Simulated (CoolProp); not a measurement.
Diethyl ether along the isotherm 244.15 °C: Z from the reference equation and from simpler models built on Tc = 194.7 °C, pc = 3717 kPa, ω = 0.282; each cubic takes its own stable root.

Model: reference Helmholtz-energy equation of state, Thol 2014, in CoolProp.

| p (kPa) | phase | reference |
|---|---|---|
| 715 | gas | 0.9529 |
| 1430 | gas | 0.9019 |
| 2140 | gas | 0.8471 |
| 2860 | gas | 0.7866 |
| 3570 | gas | 0.7218 |
| 4290 | supercritical | 0.6511 |
| 5000 | supercritical | 0.5782 |
| 5720 | supercritical | 0.5062 |
| 6430 | supercritical | 0.4492 |
| 7150 | supercritical | 0.4188 |
| 7860 | supercritical | 0.4116 |
| 8580 | supercritical | 0.4168 |
| 9290 | supercritical | 0.4282 |

Problem. How far does each simpler model (van der Waals, Redlich-Kwong, Soave-Redlich-Kwong, Peng-Robinson) lie from the reference over these 13 states: mean and median of the absolute difference, and the worst?

Solution. 
- van der Waals: mean 7.2 %, median 3.5 %, worst +22.4 % at 244.15 °C and 9290 kPa
- Redlich-Kwong: mean 3.3 %, median 2.0 %, worst +9.2 % at 244.15 °C and 9290 kPa
- Soave-Redlich-Kwong: mean 8.3 %, median 5.9 %, worst +18.1 % at 244.15 °C and 7860 kPa
- Peng-Robinson: mean 4.1 %, median 1.7 %, worst +9.7 % at 244.15 °C and 7860 kPa
